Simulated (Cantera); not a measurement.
## Counterflow diffusion flame

A counterflow diffusion flame at 58000 Pa, nozzles 20 mm apart: fuel side 58.5 % CH₃OH, 41.5 % N₂ at 475 K, oxidiser side 25.0 % O₂, 75.0 % N₂ at 300 K, fuel mass flux 0.9 times the oxidiser's; mixture-averaged transport, no radiation.

Computed with Cantera and GRI-Mech 3.0 (53 species, 325 reactions). GRI-Mech 3.0 was tuned for natural gas; its chemistry of methanol as a main component is partial and can be far from experiment. GRI-Mech 3.0 has no aromatics or soot, which form on the fuel side of real flames. The maximum strain rate includes the flame's own expansion and is several times the mean.

| oxidiser flux (kg/m²/s) | max strain (1/s) | mean strain (1/s) | T max (K) | peak x OH | peak x H | peak x NO | peak x CO | peak x C₂H₂ |
|---|---|---|---|---|---|---|---|---|
| 0.14 | 131 | 24.5 | 1999 | 0.0104 | 0.00848 | 5.26e-5 | 0.152 | 0.000213 |
| 0.22 | 190 | 38.5 | 1944 | 0.0102 | 0.00944 | 4.00e-5 | 0.149 | 0.000270 |
| 0.33 | 269 | 57.8 | 1898 | 0.0100 | 0.0103 | 3.31e-5 | 0.147 | 0.000326 |
| 0.51 | 395 | 89.3 | 1846 | 0.00973 | 0.0112 | 2.74e-5 | 0.144 | 0.000381 |
| 0.77 | 572 | 135 | 1798 | 0.00931 | 0.0119 | 2.28e-5 | 0.141 | 0.000415 |
| 1.2 | 857 | 210 | 1746 | 0.00869 | 0.0124 | 1.79e-5 | 0.137 | 0.000414 |
| 1.8 | 1250 | 315 | 1700 | 0.00796 | 0.0126 | 1.37e-5 | 0.135 | 0.000368 |
x: mole fraction; the columns are a selection and need not sum to one.
